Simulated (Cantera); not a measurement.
Input: 1 mol SiCl₄, 0.21 mol Cl₂, 73 mol H₂, 2.1 mol HCl, at 13.3 mbar.

Equilibrium computed with Cantera from the NASA thermochemical tables; the gas is ideal and each condensed phase is pure. Candidate condensed phases: Si; 19 gas species. Gases not in the tables: Si₂H₆ and higher silanes. Kinetics and transport are ignored.

Question: Which condensed phases are stable at each of these points (T (°C)): 827, 877, 927, 977, 1027, 1077, 1127, 1177, 1227, 1277, 1327, 1377, 1427, 1477?

Answer: 
```json
[
 {"T (°C)": "827", "condensed phases": "gas only", "Si condensed (%)": "0.0"},
 {"T (°C)": "877", "condensed phases": "Si(s)", "Si condensed (%)": "1.3"},
 {"T (°C)": "927", "condensed phases": "Si(s)", "Si condensed (%)": "7.7"},
 {"T (°C)": "977", "condensed phases": "Si(s)", "Si condensed (%)": "10.3"},
 {"T (°C)": "1027", "condensed phases": "Si(s)", "Si condensed (%)": "10.4"},
 {"T (°C)": "1077", "condensed phases": "Si(s)", "Si condensed (%)": "9.3"},
 {"T (°C)": "1127", "condensed phases": "Si(s)", "Si condensed (%)": "7.7"},
 {"T (°C)": "1177", "condensed phases": "Si(s)", "Si condensed (%)": "5.9"},
 {"T (°C)": "1227", "condensed phases": "Si(s)", "Si condensed (%)": "4.1"},
 {"T (°C)": "1277", "condensed phases": "Si(s)", "Si condensed (%)": "2.3"},
 {"T (°C)": "1327", "condensed phases": "Si(s)", "Si condensed (%)": "0.5"},
 {"T (°C)": "1377", "condensed phases": "gas only", "Si condensed (%)": "0.0"},
 {"T (°C)": "1427", "condensed phases": "gas only", "Si condensed (%)": "0.0"},
 {"T (°C)": "1477", "condensed phases": "Si(l)", "Si condensed (%)": "1.2"}
]
```

At 827 °C nothing is condensed. From 877 °C to 1327 °C the condensed part is Si(s). From 1377 °C to 1427 °C nothing is condensed. At 1477 °C the condensed part is Si(l).
